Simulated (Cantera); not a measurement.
**Reactions in the system Cl-F-H-Li**

Cantera with NASA thermochemical tables; ideal gases at 1 bar, condensed phases pure. Values are per mole of reaction as written; species without (g) are pure solids or liquids, kept so even where they would boil at 1 bar.

2 Li(g) + F2(g) + 2 HCl(g) ⇌ 2 LiCl + 2 HF(g)

| T (K) | ΔH° (kJ) | ΔS° (J/K) | ΔG° (kJ) | log10 K | condensed phases |
|---|---|---|---|---|---|
| 600 | -1486.9 | -368.2 | -1265.9 | 110.21 | LiCl(s) |
| 675 | -1484.3 | -364.1 | -1238.5 | 95.84 | LiCl(s) |
| 750 | -1481.5 | -360.2 | -1211.3 | 84.36 | LiCl(s) |
| 825 | -1478.5 | -356.4 | -1184.5 | 74.99 | LiCl(s) |
| 900 | -1435.6 | -307.7 | -1158.6 | 67.24 | LiCl(l) |
| 975 | -1432.0 | -303.9 | -1135.7 | 60.84 | LiCl(l) |
| 1050 | -1428.5 | -300.5 | -1113.0 | 55.37 | LiCl(l) |
| 1125 | -1425.2 | -297.4 | -1090.6 | 50.64 | LiCl(l) |

LiCl(g) ⇌ Cl(g) + Li

```
T (K)  ΔH° (kJ)  ΔS° (J/K)  ΔG° (kJ)  log10 K
-----  --------  ---------  --------  -------
600       324.8       -1.1     325.5   -28.33
675       326.0        0.7     325.5   -25.19
750       327.1        2.3     325.4   -22.66
825       328.2        3.7     325.1   -20.58
900       329.3        5.0     324.8   -18.85
975       330.3        6.1     324.4   -17.38
1050      331.3        7.1     323.9   -16.11
1125      332.3        8.0     323.3   -15.01
```
